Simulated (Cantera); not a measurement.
Input (Python, Cantera):

```python
import numpy as np
import cantera as ct

gas = ct.Solution("gri30.yaml")


def delay(T, t_max=10):
    gas.TPX = T, 100000, {'C3H8': 1, 'O2': 4.55, 'N2': 17.1}
    reactor = ct.IdealGasConstPressureReactor(gas, clone=False)
    net = ct.ReactorNet([reactor])
    net.rtol, net.atol = 1e-8, 1e-16
    while net.time < t_max:
        t_old, T_old = net.time, reactor.T
        net.step()
        if reactor.T > T + 400:  # ignition: a rise of 400 K
            return t_old + (T + 400 - T_old) / (reactor.T - T_old) * (net.time - t_old)
    return np.nan


taus = []
for T in [1100, 1200, 1300, 1400, 1500, 1600, 1700]:
    taus.append(delay(T))
    print(f"T0 = {T:6g} K   tau = {taus[-1]:.4e} s")
```

It prints:

```
T0 =   1100 K   tau = 5.6008e-02 s
T0 =   1200 K   tau = 6.2811e-03 s
T0 =   1300 K   tau = 9.9414e-04 s
T0 =   1400 K   tau = 2.3382e-04 s
T0 =   1500 K   tau = 7.8771e-05 s
T0 =   1600 K   tau = 3.5306e-05 s
T0 =   1700 K   tau = 1.9463e-05 s
```

Detailed kinetics in Cantera: GRI-Mech 3.0 (53 species, 325 reactions). GRI-Mech 3.0 was tuned for natural gas; its chemistry of propane as a main component is partial and can be far from experiment.
